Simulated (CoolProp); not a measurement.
Properties of C3F8 (R218) along the isobar 1780 kPa (Tc = 345.0 K, pc = 2640 kPa, ω = 0.317).

Model: reference Helmholtz-energy equation of state, Lemmon 2006, in CoolProp. It is a short technical equation, of lower accuracy than the large ones.

```json
[
 {"T (K)": "226.9", "phase": "liquid", "cp (kJ/(kg K))": "0.9503", "isothermal compressibility (1/MPa)": "0.002445", "expansivity (1/kK)": "2.238", "Prandtl number": "7.69"},
 {"T (K)": "240.6", "phase": "liquid", "cp (kJ/(kg K))": "0.9792", "isothermal compressibility (1/MPa)": "0.003067", "expansivity (1/kK)": "2.417", "Prandtl number": "6.68"},
 {"T (K)": "254.3", "phase": "liquid", "cp (kJ/(kg K))": "1.011", "isothermal compressibility (1/MPa)": "0.003938", "expansivity (1/kK)": "2.654", "Prandtl number": "5.91"},
 {"T (K)": "268", "phase": "liquid", "cp (kJ/(kg K))": "1.046", "isothermal compressibility (1/MPa)": "0.005216", "expansivity (1/kK)": "2.977", "Prandtl number": "5.31"},
 {"T (K)": "281.7", "phase": "liquid", "cp (kJ/(kg K))": "1.088", "isothermal compressibility (1/MPa)": "0.007228", "expansivity (1/kK)": "3.440", "Prandtl number": "4.82"},
 {"T (K)": "295.4", "phase": "liquid", "cp (kJ/(kg K))": "1.141", "isothermal compressibility (1/MPa)": "0.01074", "expansivity (1/kK)": "(withheld)", "Prandtl number": "4.43"},
 {"T (K)": "309.1", "phase": "liquid", "cp (kJ/(kg K))": "1.218", "isothermal compressibility (1/MPa)": "0.01805", "expansivity (1/kK)": "5.469", "Prandtl number": "4.10"},
 {"T (K)": "322.8", "phase": "liquid", "cp (kJ/(kg K))": "1.383", "isothermal compressibility (1/MPa)": "0.04081", "expansivity (1/kK)": "8.862", "Prandtl number": "3.88"},
 {"T (K)": "336.5", "phase": "gas", "cp (kJ/(kg K))": "1.167", "isothermal compressibility (1/MPa)": "1.014", "expansivity (1/kK)": "12.68", "Prandtl number": "0.979"},
 {"T (K)": "350.2", "phase": "gas", "cp (kJ/(kg K))": "(withheld)", "isothermal compressibility (1/MPa)": "0.8364", "expansivity (1/kK)": "8.384", "Prandtl number": "0.889"},
 {"T (K)": "363.9", "phase": "gas", "cp (kJ/(kg K))": "1.016", "isothermal compressibility (1/MPa)": "0.7564", "expansivity (1/kK)": "(withheld)", "Prandtl number": "0.845"},
 {"T (K)": "377.6", "phase": "gas", "cp (kJ/(kg K))": "(withheld)", "isothermal compressibility (1/MPa)": "0.7098", "expansivity (1/kK)": "5.406", "Prandtl number": "(withheld)"},
 {"T (K)": "391.3", "phase": "gas", "cp (kJ/(kg K))": "(withheld)", "isothermal compressibility (1/MPa)": "0.6789", "expansivity (1/kK)": "(withheld)", "Prandtl number": "(withheld)"},
 {"T (K)": "405", "phase": "gas", "cp (kJ/(kg K))": "0.9986", "isothermal compressibility (1/MPa)": "0.6568", "expansivity (1/kK)": "4.167", "Prandtl number": "0.778"},
 {"T (K)": "418.7", "phase": "gas", "cp (kJ/(kg K))": "1.004", "isothermal compressibility (1/MPa)": "0.6402", "expansivity (1/kK)": "3.774", "Prandtl number": "0.763"}
]
```

### Question
What belongs in the gaps?

### Answer

- 295.4, expansivity (1/kK): 4.161
- 350.2, cp (kJ/(kg K)): 1.055
- 363.9, expansivity (1/kK): 6.497
- 377.6, cp (kJ/(kg K)): 1.001
- 377.6, Prandtl number: 0.816
- 391.3, cp (kJ/(kg K)): 0.9969
- 391.3, expansivity (1/kK): 4.684
- 391.3, Prandtl number: 0.795

Viscosity comes from a separate model (Huber 2003), an estimate that may be off by 10 % or more. Thermal conductivity comes from a separate model (Huber 2003), an estimate that may be off by 10 % or more.
